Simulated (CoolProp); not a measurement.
Vapour-liquid equilibrium of R13 (1) + n-butane (2) at -56.15 °C; x and y are mole fractions of (1).

Computed with CoolProp (multi-fluid Helmholtz-energy mixture model, Platzer 1990 and Bücker 2006; pair parameters Bell 2016). This equation is an older, rougher fit; its heat capacities, sound speeds and derivatives of the liquid may be far off and weren't checked against measurements.

```json
[
 {"x": "0.05", "bubble pressure, mixture model (MPa)": "0.04404", "bubble pressure, Raoult's law (MPa)": "0.02256", "y, mixture model": "0.857", "y, Raoult's law": "0.728"},
 {"x": "0.2", "bubble pressure, mixture model (MPa)": "0.1250", "bubble pressure, Raoult's law (MPa)": "0.07088", "y, mixture model": "0.954", "y, Raoult's law": "0.927"},
 {"x": "0.35", "bubble pressure, mixture model (MPa)": "0.1750", "bubble pressure, Raoult's law (MPa)": "0.1192", "y, mixture model": "0.970", "y, Raoult's law": "0.965"},
 {"x": "0.5", "bubble pressure, mixture model (MPa)": "0.2098", "bubble pressure, Raoult's law (MPa)": "0.1675", "y, mixture model": "0.977", "y, Raoult's law": "0.981"},
 {"x": "0.65", "bubble pressure, mixture model (MPa)": "0.2398", "bubble pressure, Raoult's law (MPa)": "0.2158", "y, mixture model": "0.983", "y, Raoult's law": "0.990"},
 {"x": "0.8", "bubble pressure, mixture model (MPa)": "0.2720", "bubble pressure, Raoult's law (MPa)": "0.2641", "y, mixture model": "0.989", "y, Raoult's law": "0.995"},
 {"x": "0.95", "bubble pressure, mixture model (MPa)": "0.3123", "bubble pressure, Raoult's law (MPa)": "0.3125", "y, mixture model": "0.997", "y, Raoult's law": "0.999"}
]
```

The largest gap from Raoult's law is +95.2 % in bubble pressure, at x = 0.05. No azeotrope shows between x = 0.05 and 0.95.

The pair parameters rest on a limited set of measurements; away from them the model extrapolates. With so large a gap from Raoult's law the liquid may split in two, which this calculation doesn't test in full.
